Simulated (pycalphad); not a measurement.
Computed with pycalphad from the COST 507 light-alloy database (1999), at 1 atm. These are 1990s assessments: newer ones move some temperatures and phases. Amounts are mole fractions of atoms.

**Question.** Compare equilibrium and Scheil-Gulliver solidification of Hf-5.45C (at.%).

**Answer.** Both start at the liquidus, 2618 K. In full equilibrium the last liquid goes at 2534 K (range 84 K), and at 2500 K the alloy holds HCP_A3. With no diffusion in the solid (Scheil-Gulliver, steps of 4 K) the liquid lasts to an invariant point at 2479 K (range 139 K), where the last 0.18 of it freezes; the solid then holds HCP_A3 0.89, BCC_A2 0.11.

```csv
"last step ahead of the change, T (K)",liquid left there,liquid composition there (at.%),solids forming below it
2618,1.00,5.5 C,HCP_A3
2479,0.18,1.4 C,BCC_A2 + HCP_A3
```
Solids once formed stay as they are in this model, so peritectic reactions do not proceed; the changes are located to one step. Interstitial elements diffuse fast in the metal, so real castings lie closer to equilibrium.

BCC_A2 is bcc; HCP_A3 is hcp.
